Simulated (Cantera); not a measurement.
An isothermal, constant-pressure homogeneous reactor starts with 82.6 % N₂O, 17.4 % N₂, at 1373 K and 1.01 bar.

Cantera simulation using GRI-Mech 3.0 (53 species, 325 reactions); the numbers are that mechanism's predictions, not measurements. GRI-Mech 3.0 was tuned for natural gas; its chemistry of N2O as a main component is partial and can be far from experiment. The mechanism lacks the step 2 NO + O2 → 2 NO2, which can matter for NO2 below about 1400 K. The temperature is held fixed by assumption; the heat of reaction is taken as removed at once.

One state of this run: x N₂O = 0.621; x NO = 0.0260; x NO₂ = 0.000199; x N₂ = 0.293; x O = 1.64e-5; x O₂ = 0.0595. x: mole fraction; the columns are a selection and need not sum to one.

Question: Which value of t (s) does it belong to?
A) 0.0208
B) 0.0756
C) 0.000433
D) 9.00e-6

Answer: A, 0.0208
